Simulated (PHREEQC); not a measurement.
Alkaline etch or developer

Make-up at 30 °C: 2.4 mmol/kgw NH3 and 0.058 mmol/kgw Na2CO3. Closed to the air; pH follows from the charge balance.

Equilibrium calculation in PHREEQC: ion-association model, wateq4f.dat.

No solid was allowed to form.

### Question
Estimate the pH.

### Answer
pH 10.17.

### Question
In which forms is C present?

### Answer
HCO3- 55 %, CO3-2 45 % of the C.

Complexes and solids missing from the database can't appear.
